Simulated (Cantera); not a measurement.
Input: 1 mol SF6, 0.11 mol O2, at 0.133 bar.

Method: chemical equilibrium by Gibbs-energy minimisation in Cantera with the NASA 1993 tables (ideal gas, pure condensed phases). Candidate condensed phases: S; 25 gas species. The tables' values for SOF2, S2F2 (SSF2), SF3, FS2F (FSSF) are old estimates; treat these amounts as uncertain. The numbers say what is thermodynamically allowed, not how fast it happens.

**Question.** At 2498 K, list the 7 most abundant gas species with their mole fractions, and the condensed phases.

**Answer.** F 0.844, SF2 0.0614, SF 0.0379, SO 0.0198, S 0.0129, S2 0.0118, SO2 0.00765. Condensed: gas only.
